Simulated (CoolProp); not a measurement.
The fluid at 293.15 K and 6.66 MPa flows at 0.66 m/s in a round tube of 50 mm bore and 15 µm roughness, fully developed (64/Re and Nu = 3.66 if laminar; Colebrook and Gnielinski if turbulent). The same conditions are run with several fluids, on thermodynamics alone (safety and materials aside).

The numbers come from the reference Helmholtz-energy equation of state of each fluid (R13: Platzer 1990; ethanol: Schroeder 2014; toluene: Lemmon 2006; sulfur hexafluoride: Guder 2009; n-nonane: Lemmon 2006) in CoolProp. The equations of Platzer and Polt are older, rougher fits.

### Question
Rank R13, ethanol, toluene, sulfur hexafluoride, n-nonane by Reynolds number, highest first.

### Answer
R13 (401000), sulfur hexafluoride (306000), toluene (46400), n-nonane (31800), ethanol (21100)

```tsv
fluid	Darcy friction factor	pressure drop (Pa/m)	heat-transfer coefficient (W/(m² K))	mass flow (kg/h)
R13	0.0165	77.1	1280	4990
ethanol	0.0262	90.7	751	3710
toluene	0.0222	84.5	888	4070
sulfur hexafluoride	0.0169	111	1390	6990
n-nonane	0.0240	75.6	747	3370
```

Transport values come from each fluid's own correlations; those of R13 are estimates that may be off by 10 % or more.
